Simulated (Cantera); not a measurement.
Cantera run, input and output.

```python
import numpy as np
import cantera as ct

gas = ct.Solution("gri30.yaml", transport_model="multicomponent")
show = ['CO2', 'O', 'NO']

rows = []
print(f"{'T/K':>7s}{'rho':>11s}{'cp':>10s}{'mu':>11s}{'lambda':>11s}{'Pr':>7s}" + "".join(f"{'D_' + s:>11s}" for s in show))
for T in [400, 550, 700, 850, 1000, 1150]:
    gas.TPX = T, 1300, {'N2': 0.32, 'C2H2': 0.84}
    Pr = gas.cp_mass * gas.viscosity / gas.thermal_conductivity
    D = [gas.mix_diff_coeffs_mole[gas.species_index(s)] for s in show]
    rows.append([gas.density, gas.cp_mass, gas.viscosity, gas.thermal_conductivity, Pr, *D])
    print(f"{T:7g}{gas.density:11.4e}{gas.cp_mass:10.1f}{gas.viscosity:11.4e}"
          f"{gas.thermal_conductivity:11.4e}{Pr:7.3f}" + "".join(f"{d:11.4e}" for d in D))
print("SI units: kg/m3, J/kg/K, Pa s, W/m/K, m2/s")
```

Output:

```
    T/K        rho        cp         mu     lambda     Pr      D_CO2        D_O       D_NO
    400 1.0391e-02    1673.6 1.5557e-05 3.4922e-02  0.746 1.7501e-03 3.5246e-03 2.2676e-03
    550 7.5570e-03    1849.1 2.0003e-05 4.9526e-02  0.747 3.1242e-03 6.1187e-03 3.9519e-03
    700 5.9377e-03    1977.8 2.3914e-05 6.3335e-02  0.747 4.7883e-03 9.2272e-03 5.9724e-03
    850 4.8899e-03    2090.0 2.7457e-05 7.6878e-02  0.746 6.7130e-03 1.2805e-02 8.2987e-03
   1000 4.1564e-03    2189.9 3.0731e-05 9.0194e-02  0.746 8.8773e-03 1.6819e-02 1.0909e-02
   1150 3.6142e-03    2275.6 3.3796e-05 1.0311e-01  0.746 1.1266e-02 2.1245e-02 1.3788e-02
SI units: kg/m3, J/kg/K, Pa s, W/m/K, m2/s
```

Model: GRI-Mech 3.0 (53 species, 325 reactions), integrated in Cantera. The composition is frozen, though it would react at the higher temperatures.
